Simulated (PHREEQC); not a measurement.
Reverse-osmosis permeate: an equilibrium model

A made-up water analysis in mg/L, 75 °C, pH 6.94, pe 1.7: Na 0.862; K 0.086; Ca 1.34; Mg 0.946; Cl 3.39; S(6) as SO4 3.59; Alkalinity as HCO3 1.4; Mn(2) 0.00684; Sr 0.142; Li 0.000141.

Valence states are taken as typed.

The numbers come from PHREEQC with the ion-association model, phreeqc.dat.

| Item | Result |
|---|---|
| ionic strength | 0.000298 mol/kgw |
| charge-balance error | -1.4 % |

```
species  molality  activity   log γ
-------  --------  --------  ------
Cl-       9.56e-5   9.35e-5  -0.010
Mg+2      3.80e-5   3.49e-5  -0.038
Na+       3.75e-5   3.67e-5  -0.009
SO4-2     3.63e-5   3.33e-5  -0.038
Ca+2      3.32e-5   3.04e-5  -0.038
HCO3-     2.11e-5   2.07e-5  -0.009
CO2       4.98e-6   4.98e-6   0.000
K+        2.20e-6   2.15e-6  -0.010
OH-       1.83e-6   1.79e-6  -0.010
Sr+2      1.60e-6   1.47e-6  -0.038
```

This is a speciation only: nothing precipitates in the calculation. Complexes and solids missing from the database can't appear. At this temperature some constants are extrapolated from 25 °C, and those without enthalpy data are left unchanged.
